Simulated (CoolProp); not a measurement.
Vapour-liquid equilibrium of n-pentane (1) + cyclohexane (2) at 1.42 bar; x and y are mole fractions of (1).

Model: multi-fluid Helmholtz-energy mixture model, Thol 2019 and Zhou 2014; pair parameters Bell 2016, in CoolProp.

```tsv
x	bubble temperature (K)	y at the bubble point	dew temperature at overall composition x (K)	liquid density (mol/L)
0.05	360.7	0.165	364.1	8.431
0.15	352.6	0.402	361.2	8.461
0.25	346.2	0.561	358.0	8.473
0.35	340.9	0.673	354.6	8.471
0.45	336.4	0.757	350.8	8.460
0.55	332.6	0.822	346.7	8.442
0.65	329.2	0.874	342.1	8.419
0.75	326.1	0.917	336.8	8.391
0.85	323.3	0.954	330.8	8.359
0.95	320.7	0.986	323.6	8.325
```

No azeotrope shows between x = 0.05 and 0.95.

Pair parameters are fitted to limited data, so mixtures are less certain than the pure fluids.
